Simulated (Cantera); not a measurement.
Feed: 1 mol Cu2O, 0.52 mol CH4, 0.91 mol N2, 0.49 mol C, at 13300 Pa.

These are equilibrium values from Cantera (NASA tables, ideal gas, pure condensed phases), not measurements of a reactor. Candidate condensed phases: C, C6H6, C7H8, C8H18, Cu, CuO, Cu(OH)2, Cu2O, H2O; 139 gas species. Equilibrium is a limit: real reactors are often held back by kinetics, nucleation or transport.

**Question.** What share of the Cu ends up in condensed phases as a function of T (°C), at 627, 827, 1027, 1227, 1427, 1627, 1827?

**Answer.** 
```
T (°C)  Cu condensed (%)     as
------  ----------------  -----
627                100.0  Cu(s)
827                100.0  Cu(s)
1027               100.0  Cu(s)
1227               100.0  Cu(l)
1427                99.8  Cu(l)
1627                98.2  Cu(l)
1827                87.3  Cu(l)
```
